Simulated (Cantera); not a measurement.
Feed: 1 mol LiCl, 0.29 mol HF, 170 mol H2, at 2100 K and 0.100 bar.

These are equilibrium values from Cantera (NASA tables, ideal gas, pure condensed phases), not measurements of a reactor. Equilibrium is a limit: real reactors are often held back by kinetics, nucleation or transport.

```tsv
species	before	after
H	0.00976	0.862
H2	0.982	0.130
Li	0.000893	0.00322
LiCl	0.00441	7.12e-5
Cl	1.02e-5	0.00268
LiH	1.10e-5	5.95e-8
LiF	0.000495	1.59e-5
HCl	0.00139	0.000550
HF	0.00119	0.000938
```
Gas species are given as mole fractions.

Task: Which change was made?
A. pressure from 0.100 bar to 39.0 mbar
B. pressure from 0.100 bar to 22.0 mbar
C. pressure from 0.100 bar to 0.170 Pa
D. H2 from 170 to 0.42 mol

Result: C, pressure from 0.100 bar to 0.170 Pa
